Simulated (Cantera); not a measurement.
Abatement and gas-phase synthesis: PH3 + H2O + H2

Feed: 1 mol PH3, 0.12 mol H2O, 14 mol H2, held at 1000 Pa.

Equilibrium computed with Cantera from the NASA thermochemical tables; the gas is ideal and each condensed phase is pure. Candidate condensed phases: H2O, P, P4O10; 17 gas species. Gases not in the tables: HPO2, HPO3 and P4O6. Kinetics and transport are ignored.

```tsv
T (K)	x H2	x H	x P	x P2	x PO	x H2O
2375	0.835	0.129	0.00663	0.0226	0.00543	0.00142
2475	0.766	0.197	0.0103	0.0196	0.00552	0.00105
2575	0.677	0.285	0.0149	0.0158	0.00544	0.000764
2675	0.571	0.390	0.0198	0.0118	0.00520	0.000551
2775	0.456	0.506	0.0243	0.00784	0.00485	0.000393
2875	0.343	0.619	0.0275	0.00470	0.00441	0.000277
2975	0.243	0.720	0.0291	0.00260	0.00392	0.000190
3075	0.164	0.800	0.0297	0.00139	0.00337	0.000124
```
x: gas mole fraction; nothing condenses.

From 2375 K to 3075 K nothing is condensed.
